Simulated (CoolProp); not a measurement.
Carbon monoxide along the isotherm 126.9 K: density (kg/m³) from the reference equation and from simpler models built on Tc = 132.9 K, pc = 3498 kPa, ω = 0.050; each cubic takes its own stable root.

The numbers come from the reference Helmholtz-energy equation of state, Lemmon 2006 in CoolProp. It is a short technical equation, of lower accuracy than the large ones.

```
p (kPa)   phase  reference
-------  ------  ---------
16.6        gas     0.4415
24.4        gas     0.6495
35.7        gas     0.9514
52.5        gas      1.402
77          gas      2.062
113         gas      3.038
166         gas      4.489
244         gas      6.658
357         gas      9.873
525         gas      14.82
770         gas      22.46
1130        gas      34.75
1660        gas      56.18
2440        gas      103.6
3570     liquid      533.5
5250     liquid      564.1
```

Q: How far does each simpler model (van der Waals, Redlich-Kwong, Soave-Redlich-Kwong, Peng-Robinson) lie from the reference over these 16 states: mean and median of the absolute difference, and the worst?

A: 
- van der Waals: mean 4.6 %, median 0.4 %, worst -29.8 % at 126.9 K and 3570 kPa
- Redlich-Kwong: mean 1.1 %, median 0.1 %, worst -9.8 % at 126.9 K and 3570 kPa
- Soave-Redlich-Kwong: mean 1.1 %, median 0.1 %, worst -9.3 % at 126.9 K and 3570 kPa
- Peng-Robinson: mean 1.1 %, median 0.4 %, worst +4.8 % at 126.9 K and 5250 kPa
